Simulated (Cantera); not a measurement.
Input: 1 mol Si, 0.13 mol O2, 7 mol N2, equilibrated at 13.0 Pa.

Cantera equilibrium calculation (NASA polynomials, part measured and part estimated; ideal gas, pure solids and liquids). Candidate condensed phases: Si, SiO2, Si2N2O, Si3N4; 16 gas species. N2 is the only nitrogen source here; it is nearly inert below about 1500 K, so the nitride shown seldom forms there in practice. Mutual solubility and eutectic melting of coexisting phases are not modelled. Rates play no part.

Task: Which condensed phases are stable at each of these points (T (°C)): 877, 977, 1077, 1177, 1277, 1377, 1477, 1577, 1677, 1777, 1877?

Result: 
```json
[
 {"T (°C)": "877", "condensed phases": "Si2N2O(s) + Si3N4(s)", "Si condensed (%)": "100.0"},
 {"T (°C)": "977", "condensed phases": "Si2N2O(s) + Si3N4(s)", "Si condensed (%)": "100.0"},
 {"T (°C)": "1077", "condensed phases": "Si2N2O(s) + Si3N4(s)", "Si condensed (%)": "100.0"},
 {"T (°C)": "1177", "condensed phases": "Si2N2O(s) + Si3N4(s)", "Si condensed (%)": "99.4"},
 {"T (°C)": "1277", "condensed phases": "Si2N2O(s) + Si3N4(s)", "Si condensed (%)": "85.7"},
 {"T (°C)": "1377", "condensed phases": "Si(s)", "Si condensed (%)": "72.4"},
 {"T (°C)": "1477", "condensed phases": "Si(l)", "Si condensed (%)": "65.2"},
 {"T (°C)": "1577", "condensed phases": "Si(l)", "Si condensed (%)": "34.7"},
 {"T (°C)": "1677", "condensed phases": "gas only", "Si condensed (%)": "0.0"},
 {"T (°C)": "1777", "condensed phases": "gas only", "Si condensed (%)": "0.0"},
 {"T (°C)": "1877", "condensed phases": "gas only", "Si condensed (%)": "0.0"}
]
```

From 877 °C to 1277 °C the condensed part is Si2N2O(s) + Si3N4(s). At 1377 °C the condensed part is Si(s). From 1477 °C to 1577 °C the condensed part is Si(l). From 1677 °C to 1877 °C nothing is condensed.
